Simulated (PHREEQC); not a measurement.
A solution holds 3.7e-05 mol TMAH, 2.3e-06 mol NaAlO2 and 0.0014 mol (CH3)4NCl per kg of water, at 25 °C. Closed to the air; pH follows from the charge balance.

Equilibrium calculation in PHREEQC: ion-association model, wateq4f.dat.

```json
{
 "pH": "9.55",
 "ionic_strength": "0.00144 mol/kgw",
 "total_alkalinity": "0.0462 meq/kg"
}
```

| species | molality | activity | log γ |
|---|---|---|---|
| (CH3)4N+ | 0.00144 | 0.00138 | -0.018 |
| Cl- | 0.00140 | 0.00134 | -0.019 |
| OH- | 3.70e-5 | 3.55e-5 | -0.019 |
| Al(OH)4- | 2.30e-6 | 2.21e-6 | -0.018 |
| Na+ | 2.30e-6 | 2.21e-6 | -0.018 |

This is a speciation only: nothing precipitates in the calculation. Complexes and solids missing from the database can't appear. (CH3)4N+ isn't in the database: it is added as a free cation with an ion size of 4 Å.
